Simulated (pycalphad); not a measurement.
Source of the numbers: pycalphad with the COST 507 light-alloy database (1999); pressure 1 atm. The database dates from 1999; later assessments differ in places, in temperatures and in the compounds included. Amounts are mole fractions of atoms.

Give the equilibrium state of Sn-25.24Si (wt.%) at 600 K.


```
T = 600.00 K, P = 101325 Pa, N = 1 mol of atoms
G = -22718 J/mol, H = 10504 J/mol, S = 55.37 J/(mol K)  (SER reference)
chemical potentials (J/mol): Sn -35377, Si -13847
phase             fraction      x(Sn)      x(Si)
DIAMOND_A4          0.5880   2.99e-07     1.0000
LIQUID              0.4120     1.0000   6.86e-06
```

Give the equilibrium state of Sn-25.24Si (wt.%) at 500 K.

diamond (Si), fraction 0.588, with >99.99 Si wt.%; bct (Sn), fraction 0.412, with no Si wt.%.

DIAMOND_A4 is diamond (Si). An entry "none" or "no" means that the model of the phase leaves that element out.
